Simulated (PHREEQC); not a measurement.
Consider water at 20 °C with 0.082 mol HF and 0.4 mol NaF per kg of water. Closed to the air; pH follows from the charge balance.

All values are PHREEQC results (ion-association model, phreeqc.dat), not measurements.

Precipitation was switched off in this run.

Q: Order these F species by the share of F that they hold, largest first: F-, HF, HF2-, NaF.

A: F- (68 %), HF2- (18 %), HF (7.8 %), NaF (6.3 %)

The pH is 3.86 and the ionic strength 0.370 mol/kgw.
